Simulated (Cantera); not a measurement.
**Equilibrium for thermal oxidation and active oxidation of silicon: Si + CO2 + N2 + H2O**

Charge: 1 mol Si, 0.043 mol CO2, 600 mol N2, 0.17 mol H2O, equilibrated at 0.990 bar.

Method: chemical equilibrium by Gibbs-energy minimisation in Cantera with the NASA 1993 tables (ideal gas, pure condensed phases). Candidate condensed phases: C, C6H6, C7H8, C8H18, H2O, Si, SiC, SiO2, Si2N2O, Si3N4; 151 gas species. Mutual solubility and eutectic melting of coexisting phases are not modelled. The tables' values for SiN are old estimates; treat these amounts as uncertain. Equilibrium is a limit: real reactors are often held back by kinetics, nucleation or transport.

From 1350 °C to 1575 °C the condensed part is Si2N2O(s) + Si3N4(s). From 1650 °C to 1800 °C the condensed part is Si3N4(s). From 1875 °C to 1950 °C the condensed part is Si(l). The main Si-bearing gas is SiO at 1350 °C and Si at 1950 °C. The share of Si in condensed phases is highest at 1350 °C (99.9 %) and lowest at 1950 °C (33.7 %).

```json
[
 {"T (°C)": "1350", "log p N2": "0.00", "log p Si": "-9.04", "log p SiO": "-5.98", "log p H2": "-3.56", "log p H": "-5.94", "log p Si2N": "-11.14", "log p SiN": "-9.14", "n Si2N2O(s)": "0.215", "n Si3N4(s)": "0.190", "n Si(l)": "0"},
 {"T (°C)": "1425", "log p N2": "0.00", "log p Si": "-8.06", "log p SiO": "-5.17", "log p H2": "-3.56", "log p H": "-5.62", "log p Si2N": "-9.90", "log p SiN": "-8.28", "n Si2N2O(s)": "0.210", "n Si3N4(s)": "0.192", "n Si(l)": "0"},
 {"T (°C)": "1500", "log p N2": "0.00", "log p Si": "-7.17", "log p SiO": "-4.42", "log p H2": "-3.56", "log p H": "-5.32", "log p Si2N": "-8.77", "log p SiN": "-7.49", "n Si2N2O(s)": "0.191", "n Si3N4(s)": "0.198", "n Si(l)": "0"},
 {"T (°C)": "1575", "log p N2": "0.00", "log p Si": "-6.35", "log p SiO": "-3.74", "log p H2": "-3.56", "log p H": "-5.06", "log p Si2N": "-7.73", "log p SiN": "-6.76", "n Si2N2O(s)": "0.103", "n Si3N4(s)": "0.228", "n Si(l)": "0"},
 {"T (°C)": "1650", "log p N2": "0.00", "log p Si": "-5.59", "log p SiO": "-3.45", "log p H2": "-3.57", "log p H": "-4.81", "log p Si2N": "-6.77", "log p SiN": "-6.10", "n Si2N2O(s)": "0", "n Si3N4(s)": "0.261", "n Si(l)": "0"},
 {"T (°C)": "1725", "log p N2": "0.00", "log p Si": "-4.90", "log p SiO": "-3.45", "log p H2": "-3.57", "log p H": "-4.58", "log p Si2N": "-5.89", "log p SiN": "-5.48", "n Si2N2O(s)": "0", "n Si3N4(s)": "0.258", "n Si(l)": "0"},
 {"T (°C)": "1800", "log p N2": "0.00", "log p Si": "-4.25", "log p SiO": "-3.45", "log p H2": "-3.59", "log p H": "-4.38", "log p Si2N": "-5.08", "log p SiN": "-4.91", "n Si2N2O(s)": "0", "n Si3N4(s)": "0.244", "n Si(l)": "0"},
 {"T (°C)": "1875", "log p N2": "0.00", "log p Si": "-3.66", "log p SiO": "-3.44", "log p H2": "-3.62", "log p H": "-4.19", "log p Si2N": "-4.33", "log p SiN": "-4.39", "n Si2N2O(s)": "0", "n Si3N4(s)": "0", "n Si(l)": "0.555"},
 {"T (°C)": "1950", "log p N2": "0.00", "log p Si": "-3.34", "log p SiO": "-3.44", "log p H2": "-3.65", "log p H": "-4.02", "log p Si2N": "-4.10", "log p SiN": "-4.13", "n Si2N2O(s)": "0", "n Si3N4(s)": "0", "n Si(l)": "0.337"}
]
```
log p: log10 of the partial pressure in bar; n: condensed amount in mol.
